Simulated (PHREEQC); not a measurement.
0.3 g of hydrous ferric oxide (600 m²/g; 0.2 weak and 0.005 strong sites per Fe, Dzombak-Morel constants, diffuse double layer) in 1 kg of water with 0.1 mol/kgw of an inert sodium salt and 8.3e-05 mol/kgw BaCl2 and 0.0007 mol/kgw H3BO3, at 25 °C; the pH is set by adding NaOH or the inert anion's acid. Oxygen is held at 0.21 atm. The system is closed to CO2. Nothing may precipitate in this run.

The series has 13 steps of pH, from 4 to 10.

Equilibrium calculation in PHREEQC: ion-association model, wateq4f.dat.

Question: Near which pH is half of the Ba sorbed, and on which side is more sorbed?

Answer: Near pH 9.7, with more sorbed at higher pH.

Species that the database lacks are ignored.
